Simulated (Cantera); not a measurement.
Input: 1 mol Al, 15 mol O2, 280 mol N2, at 2023.15 K and 660 Pa.

Cantera equilibrium calculation (NASA polynomials, part measured and part estimated; ideal gas, pure solids and liquids). Candidate condensed phases: Al, AlN, Al2O3; 16 gas species. Equilibrium is a limit: real reactors are often held back by kinetics, nucleation or transport.

Base state: N2 0.949, O2 0.0453, NO 0.00415, O 0.00209 (mole fractions); condensed: Al2O3(s).

What changes in the equilibrium state with this change: O2 from 15 to 0.25 mol?


```
species         before     after
-------------  -------  --------
N2               0.949     0.998
Al               <1e-9   0.00169
Al2O             <1e-9  0.000511
O2              0.0453     <1e-9
NO             0.00415   2.78e-8
O              0.00209   1.36e-8
Al2O3(s), mol    0.500     0.119
```

What changes in the equilibrium state with this change: temperature from 2023.15 K to 773 K?


```
species         before    after
-------------  -------  -------
N2               0.949    0.952
O2              0.0453   0.0484
NO             0.00415  6.54e-7
O              0.00209    <1e-9
Al2O3(s), mol    0.500    0.500
```
